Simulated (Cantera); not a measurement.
Charge: 1 mol Ta₂O₅, 0.37 mol C, 0.077 mol CO, 5 mol CH₄, equilibrated at 0.0100 bar.

Equilibrium computed with Cantera from the NASA thermochemical tables; the gas is ideal and each condensed phase is pure. Candidate condensed phases: C, C₆H₆, C₇H₈, C₈H₁₈, H₂O, Ta, TaC, Ta₂O₅; 113 gas species. Mutual solubility and eutectic melting of coexisting phases are not modelled. TaC: taken at fixed stoichiometry. Condensed phases not in the tables: Ta₂C. The numbers say what is thermodynamically allowed, not how fast it happens.

Q: At 1323 K, list the 5 most abundant gas species with their mole fractions, and the condensed phases.

A: H₂ 0.718, CO 0.281, H₂O 0.000526, CO₂ 0.000111, H 1.34e-5. Condensed: TaC(s) + Ta₂O₅(s).
